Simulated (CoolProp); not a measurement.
Vapour pressure (MPa) of CH3F (R41): the reference equation beside estimates from Tc = 317.3 K, pc = 5.906 MPa, ω = 0.200. Clausius-Clapeyron is anchored at 181.2 K with a constant enthalpy of vaporisation of 17.21 kJ/mol.

Model: reference Helmholtz-energy equation of state, Lemmon 2006, in CoolProp. It is a short technical equation, of lower accuracy than the large ones.

```csv
T (K),reference,Lee-Kesler,Clausius-Clapeyron,van der Waals,Redlich-Kwong,Soave-Redlich-Kwong,Peng-Robinson
159.4,0.008773,0.007573,0.009424,0.1695,0.01425,0.007729,0.008292
170.3,0.02108,0.01892,0.02164,0.2613,0.03385,0.01921,0.02018
181.2,0.04497,0.04172,0.04497,0.3836,0.07063,0.04216,0.04354
192.2,0.08764,0.08356,0.08648,0.5421,0.1336,0.08404,0.08566
203.1,0.1568,0.1528,0.1542,0.7382,0.2314,0.1531,0.1545
214,0.2629,0.2605,0.2591,0.9770,0.3745,0.2605,0.2608
225,0.4191,0.4202,0.4159,1.265,0.5757,0.4201,0.4182
235.9,0.6355,0.6422,0.6362,1.599,0.8422,0.6427,0.6373
246.8,0.9273,0.9411,0.9374,1.986,1.186,0.9442,0.9339
257.8,1.314,1.335,1.341,2.432,1.621,1.344,1.328
```

Absolute difference from the reference over all 10 rows, mean and median: Lee-Kesler 4.4 and 2.1 %, Clausius-Clapeyron 1.9 and 1.4 %, van der Waals 543.8 and 321.2 %, Redlich-Kwong 44.4 and 45.0 %, Soave-Redlich-Kwong 4.0 and 2.3 %, Peng-Robinson 2.0 and 1.3 %.
